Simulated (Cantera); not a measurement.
Feed: 1 mol BN, a varied amount of HF, 0.89 mol H2, at 1323.15 K and 0.0300 bar.

These are equilibrium values from Cantera (NASA tables, ideal gas, pure condensed phases), not measurements of a reactor. Candidate condensed phases: B, BN; 31 gas species. The numbers say what is thermodynamically allowed, not how fast it happens.

x: gas mole fraction; nothing condenses.

| n(HF) (mol) | x HF | x H2 | x BF3 | x N2 | x BHF2 |
|---|---|---|---|---|---|
| 4.4 | 0.265 | 0.452 | 0.189 | 0.0945 | (withheld) |
| 5.7 | 0.410 | 0.363 | 0.152 | 0.0759 | (withheld) |
| 7.4 | 0.531 | 0.288 | 0.121 | 0.0603 | (withheld) |
| 9.6 | 0.629 | 0.228 | 0.0953 | 0.0477 | (withheld) |
| 12 | 0.698 | 0.185 | 0.0776 | 0.0388 | (withheld) |
| 16 | 0.770 | 0.141 | 0.0592 | 0.0296 | (withheld) |
| 21 | 0.822 | 0.109 | 0.0457 | 0.0228 | (withheld) |
| 27 | 0.861 | 0.0857 | 0.0359 | 0.0179 | (withheld) |
| 35 | 0.892 | 0.0666 | 0.0279 | 0.0139 | (withheld) |
| 46 | 0.917 | 0.0510 | 0.0213 | 0.0107 | (withheld) |

Question: Fill in the missing entries.

Answer: 
- 4.4, x BHF2: 6.66e-5
- 5.7, x BHF2: 2.77e-5
- 7.4, x BHF2: 1.35e-5
- 9.6, x BHF2: 7.13e-6
- 12, x BHF2: 4.26e-6
- 16, x BHF2: 2.25e-6
- 21, x BHF2: 1.25e-6
- 27, x BHF2: 7.38e-7
- 35, x BHF2: 4.30e-7
- 46, x BHF2: 2.45e-7
